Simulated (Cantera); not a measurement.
Feed: 1 mol CuO, 1 mol F2, held at 1050 °C and 0.100 bar.

Equilibrium computed with Cantera from the NASA thermochemical tables; the gas is ideal and each condensed phase is pure. Candidate condensed phases: Cu, CuF2, CuO, Cu2O; 13 gas species. Rates play no part.

Base state: O2 0.935, CuF2 0.0648, CuF 0.000310, F 0.000310 (mole fractions); condensed: CuF2(l).

What changes in the equilibrium state with this change: pressure from 0.100 bar to 10.0 mbar?


| species | before | after |
|---|---|---|
| CuF2 | 0.0648 | 0.648 |
| O2 | 0.935 | 0.346 |
| CuF | 0.000310 | 0.00310 |
| F | 0.000310 | 0.00310 |
| CuF2(l), mol | 0.965 | 0.0593 |

What changes in the equilibrium state with this change: F2 from 1 to 0.76 mol?


```csv
species,before,after
O2,0.935,0.911
CuF2,0.0648,0.0648
CuF,0.000310,0.0244
F,0.000310,3.93e-6
"CuF2(l), mol",0.965,0.723
"Cu2O(s), mol",0,0.117
```
Mutual solubility and eutectic melting of coexisting phases are not modelled.

What changes in the equilibrium state with this change: temperature from 1050 °C to 1127 °C?


```json
[
 {"species": "O2", "before": "0.935", "after": "0.836"},
 {"species": "CuF2", "before": "0.0648", "after": "0.162"},
 {"species": "CuF", "before": "0.000310", "after": "0.00114"},
 {"species": "F", "before": "0.000310", "after": "0.00114"},
 {"species": "CuF2(l), mol", "before": "0.965", "after": "0.903"}
]
```
